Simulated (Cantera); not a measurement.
Charge: 1 mol B2O3, 2.9 mol N2, 0.67 mol H2, equilibrated at 1252 °C.

Equilibrium computed with Cantera from the NASA thermochemical tables; the gas is ideal and each condensed phase is pure. Candidate condensed phases: B, BN, B2O3, B3O3H3, H2O; 39 gas species. Mutual solubility and eutectic melting of coexisting phases are not modelled. Gases not in the tables: H3BO3. Kinetics and transport are ignored.

Problem. Which condensed phases are stable at each of these points (P (Pa)): 10, 32, 100, 320, 1000, 3200, 10000, 32000, 100000?

Solution. 
```
P (Pa)  condensed phases  B condensed (%)
------  ----------------  ---------------
10              gas only              0.0
32               B2O3(l)             43.9
100              B2O3(l)             81.7
320      BN(s) + B2O3(l)             93.5
1000     BN(s) + B2O3(l)             97.4
3200     BN(s) + B2O3(l)             98.8
10000    BN(s) + B2O3(l)             99.4
32000    BN(s) + B2O3(l)             99.6
100000   BN(s) + B2O3(l)             99.8
```

At 10.0 Pa nothing is condensed. From 32.0 Pa to 1.00 mbar the condensed part is B2O3(l). From 3.20 mbar to 1.00 bar the condensed part is BN(s) + B2O3(l). The share of B in condensed phases is highest at 1.00 bar (99.8 %) and lowest at 10.0 Pa (0.0 %).
